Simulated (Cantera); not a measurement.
## Ammonia decomposition in nitride growth gas

An isothermal, constant-pressure homogeneous reactor starts with NH3 : N2 = 1 : 0.12 (molar parts), at 2275 K and 760 Torr.

Detailed kinetics in Cantera: the gas-phase N/H chemistry of the illustrative SiF4/NH3 mechanism in the Surface Chemkin manual (1991). Walls and surfaces, which speed up NH3 decomposition in real reactors, are not modelled.

```tsv
t (s)	x NH3	x H2	x NH	x N2H2	x NH2	x N2H4	x N2
9.00e-6	0.889	0.00132	1.47e-5	4.66e-6	0.00224	3.34e-7	0.107
4.19e-5	0.874	0.0117	4.98e-5	2.56e-5	0.00470	1.47e-6	0.109
0.000195	0.804	0.0676	6.36e-5	2.23e-5	0.00406	1.10e-6	0.124
0.000911	0.565	0.258	7.32e-5	1.25e-5	0.00282	5.31e-7	0.174
0.00424	0.159	0.580	5.42e-5	2.48e-6	0.00114	8.64e-8	0.259
0.0198	0.00159	0.701	8.80e-6	1.09e-8	4.42e-5	1.30e-10	0.291
0.0921	5.96e-5	0.701	4.37e-7	2.53e-11	1.90e-6	<1e-12	0.291
0.429	1.12e-5	0.701	8.22e-8	3.52e-12	3.58e-7	<1e-12	0.291
2.00	4.51e-6	0.701	3.30e-8	2.85e-12	1.44e-7	<1e-12	0.291
```
x: mole fraction; the columns are a selection and need not sum to one.

Equilibrium at this temperature and pressure: NH3 4.33e-6, H2 0.701, NH 3.18e-8, N2H2 2.85e-12, NH2 1.38e-7, N2H4 <1e-12, N2 0.291 (gas phase only).
